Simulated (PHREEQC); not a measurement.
A made-up water analysis in mg/L, 20 °C, pH 2.49, pe 11.8:

```
constituent   mg/L
-----------  -----
Na             118
K             96.3
Ca             518
Mg            72.4
Cl             509
S(6) as SO4   1760
Mn(2)        0.686
N(5) as NO3  0.648
Al            54.9
Si as SiO2    8.49
Pb            19.6
Sr           0.438
```

Valence states are taken as typed.

Model: ion-association model, wateq4f.dat, run in PHREEQC.

```csv
quantity,before,after
ionic strength (mol/kgw),0.0597,0.111
SO4-2 (mol/kgw),0.0102,0.0188
Ca+2 (mol/kgw),0.00932,0.0174
CaSO4 (mol/kgw),0.00357,0.00847
Mg+2 (mol/kgw),0.00210,0.00388
HSO4- (mol/kgw),0.00157,0.00251
SI of Gypsum (CaSO4:2H2O),-0.14,+0.24
SI of Quartz (SiO2),+0.21,+0.52
```

Question: Which change was made?
A) temperature from 20 to 85 °C at the same typed pH
B) all concentrations times 2 at the same typed pH
C) Sr from 0.438 to 0.876 mg/L

Answer: B, all concentrations times 2 at the same typed pH

Precipitation was switched off in this run. Some of these states are supersaturated (in Anglesite, Quartz (slow to form), Gypsum, for instance).
